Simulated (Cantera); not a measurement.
What does this Cantera script print?

```python
import numpy as np
import cantera as ct

gas_names = """
    H H2 N NH NH2 NH3 N2 N2H2 N2H4 Si SiH SiH2 SiH3 SiH4 SiN Si2 Si2N Si3
""".split()
cond_names = """
    Si(cr) Si(L) Si3N4(a)
""".split()


# ... load() reads the species with a 1 bar reference pressure and builds the phases ...
atoms = {
    'SiH4': {'Si': 1, 'H': 4},
    'N2': {'N': 2},
    'H2': {'H': 2},
}
top_T = {'Si3N4(a)': 2400}  # K; cautious upper limits of use, not melting points


# ... equilibrate(T, P, feed) seeds the gas with the atoms and calls Mixture.equilibrate('TP', solver="vcs", rtol=1e-11, max_steps=5000) ...
results = []
T = 1425  # K
P = 6.8  # Pa
for m in [0.85, 1.8, 2.8, 3.8, 4.7, 5.7, 6.7, 7.6, 8.6]:
    feed = {'SiH4': 1, 'N2': 1.7, 'H2': m}  # mol
    mix = equilibrate(T, P, feed)
    results.append((T, P, feed, dict(zip(mix.species_names, mix.species_moles))))
    x = sorted(zip(gas.X, gas.species_names), reverse=True)
    print(f"T = {T:g} K  P = {P:g} Pa  n(H2) = {m:g} mol  gas = {mix.phase_moles(0):.4g} mol")
    print("   x: " + "  ".join(f"{s} {v:.3e}" for v, s in x if v > 0.001))
    print("   condensed (mol): " + ("  ".join(f"{mix.phase(i).name} {mix.phase_moles(i):.4g}"
          for i in range(1, mix.n_phases) if mix.phase_moles(i) > 1e-12) or "none"))
```

Result:

```
T = 1425 K  P = 6.8 Pa  n(H2) = 0.85 mol  gas = 3.885 mol
   x: H2 7.333e-01  N2 2.660e-01
   condensed (mol): Si3N4(a) 0.3333
T = 1425 K  P = 6.8 Pa  n(H2) = 1.8 mol  gas = 4.835 mol
   x: H2 7.855e-01  N2 2.137e-01
   condensed (mol): Si3N4(a) 0.3333
T = 1425 K  P = 6.8 Pa  n(H2) = 2.8 mol  gas = 5.836 mol
   x: H2 8.221e-01  N2 1.771e-01
   condensed (mol): Si3N4(a) 0.3333
T = 1425 K  P = 6.8 Pa  n(H2) = 3.8 mol  gas = 6.836 mol
   x: H2 8.480e-01  N2 1.512e-01
   condensed (mol): Si3N4(a) 0.3333
T = 1425 K  P = 6.8 Pa  n(H2) = 4.7 mol  gas = 7.86 mol
   x: H2 8.521e-01  N2 1.471e-01
   condensed (mol): Si(cr) 0.1843  Si3N4(a) 0.2718
T = 1425 K  P = 6.8 Pa  n(H2) = 5.7 mol  gas = 9.033 mol
   x: H2 8.521e-01  N2 1.471e-01
   condensed (mol): Si(cr) 0.4432  Si3N4(a) 0.1855
T = 1425 K  P = 6.8 Pa  n(H2) = 6.7 mol  gas = 10.21 mol
   x: H2 8.521e-01  N2 1.471e-01
   condensed (mol): Si(cr) 0.702  Si3N4(a) 0.09924
T = 1425 K  P = 6.8 Pa  n(H2) = 7.6 mol  gas = 11.26 mol
   x: H2 8.521e-01  N2 1.471e-01
   condensed (mol): Si(cr) 0.935  Si3N4(a) 0.02158
T = 1425 K  P = 6.8 Pa  n(H2) = 8.6 mol  gas = 12.31 mol
   x: H2 8.611e-01  N2 1.382e-01
   condensed (mol): Si(cr) 0.9997
```

Equilibrium computed with Cantera from the NASA thermochemical tables; the gas is ideal and each condensed phase is pure. N2 is the only nitrogen source here; it is nearly inert below about 1500 K, so the nitride shown seldom forms there in practice. Mutual solubility and eutectic melting of coexisting phases are not modelled.
